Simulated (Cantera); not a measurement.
Feed: 1 mol CuO, 30 mol HF, 37 mol N2, held at 81.0 mbar.

Method: chemical equilibrium by Gibbs-energy minimisation in Cantera with the NASA 1993 tables (ideal gas, pure condensed phases). Candidate condensed phases: Cu, CuF2, CuO, Cu(OH)2, Cu2O, H2O; 45 gas species. The numbers say what is thermodynamically allowed, not how fast it happens.

Question: At 1527 °C, list the 5 most abundant gas species with their mole fractions, and the condensed phases.

Answer: N2 0.545, HF 0.429, CuF 0.0138, H2O 0.00685, O2 0.00365. Condensed: gas only.
